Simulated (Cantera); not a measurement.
A closed system holds: 1 mol HF, 0.3 mol H2O, 0.15 mol H2, at 2650 K and 100000 Pa.

Cantera equilibrium calculation (NASA polynomials, part measured and part estimated; ideal gas, pure solids and liquids). Candidate condensed phases: H2O; 22 gas species. Equilibrium is a limit: real reactors are often held back by kinetics, nucleation or transport.

Base state: HF 0.681, H2O 0.196, H2 0.100, H 0.0148, OH 0.00706, O 0.000671, O2 0.000531, F 0.000305 (mole fractions); condensed: gas only.

Question: What changes in the equilibrium state with this change: H2O from 0.3 to 0.17 mol?

Answer: 
| species | before | after |
|---|---|---|
| HF | 0.681 | 0.749 |
| H2O | 0.196 | 0.122 |
| H2 | 0.100 | 0.108 |
| H | 0.0148 | 0.0154 |
| O2 | 0.000531 | 0.000180 |
| O | 0.000671 | 0.000390 |
| OH | 0.00706 | 0.00426 |
| F | 0.000305 | 0.000323 |

Question: What changes in the equilibrium state with this change: temperature from 2650 K to 2850 K?

Answer: 
| species | before | after |
|---|---|---|
| HF | 0.681 | 0.669 |
| H2O | 0.196 | 0.178 |
| H2 | 0.100 | 0.101 |
| H | 0.0148 | 0.0309 |
| OH | 0.00706 | 0.0160 |
| O | 0.000671 | 0.00306 |
| O2 | 0.000531 | 0.00215 |
| F | 0.000305 | 0.000952 |
